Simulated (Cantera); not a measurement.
Feed: 1 mol SiCl₄, 1.4 mol H₂, 1.8 mol HCl, equilibrated at 550 K and 0.100 bar.

Equilibrium computed with Cantera from the NASA thermochemical tables; the gas is ideal and each condensed phase is pure. Candidate condensed phases: Si; 19 gas species. Kinetics and transport are ignored.

Base state: HCl 0.429, H₂ 0.333, SiCl₄ 0.238 (mole fractions); condensed: gas only.

Task: What changes in the equilibrium state with this change: temperature from 550 K to 1050 K?

Result: 
```json
[
 {"species": "HCl", "before": "0.429", "after": "0.431"},
 {"species": "H₂", "before": "0.333", "after": "0.331"},
 {"species": "SiCl₄", "before": "0.238", "after": "0.236"},
 {"species": "SiCl₃", "before": "<1e-9", "after": "0.000332"},
 {"species": "SiHCl₃", "before": "1.40e-6", "after": "0.00188"}
]
```
The tables' values for SiCl₃ are old estimates; treat these amounts as uncertain.
